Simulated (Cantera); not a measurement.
Input: 1 mol SiC, 2.9 mol CO2, 290 mol H2, held at 18.0 mbar.

Cantera equilibrium calculation (NASA polynomials, part measured and part estimated; ideal gas, pure solids and liquids). Candidate condensed phases: C, C6H6, C7H8, C8H18, H2O, Si, SiC, SiO2; 123 gas species. The tables hold silica as quartz up to 1696 K and as liquid above; real silica turns to tridymite and cristobalite and melts near 1996 K. Rates play no part.

x: gas mole fraction; n: condensed amount in mol.

```csv
T (K),x H2,x H,x CO,x SiO,n SiO2(β-quartz)
1523,0.986,0.000171,0.0133,?,0.815
1598,0.984,0.000394,0.0132,?,0.606
1673,0.980,0.000840,0.0132,?,0.104
1748,0.979,0.00168,0.0132,0.00339,0
1823,0.977,0.00319,0.0132,0.00339,0
1898,0.975,0.00575,0.0132,0.00338,0
1973,0.971,0.00991,0.0132,0.00337,0
2048,0.964,0.0164,0.0131,0.00336,0
2123,0.954,0.0261,0.0130,0.00335,0
2198,0.940,0.0403,0.0130,0.00332,0
2273,0.921,0.0601,0.0128,0.00329,0
```

Problem. Fill in the missing entries.

Solution. 
- 1523, x SiO: 0.000629
- 1598, x SiO: 0.00134
- 1673, x SiO: 0.00304
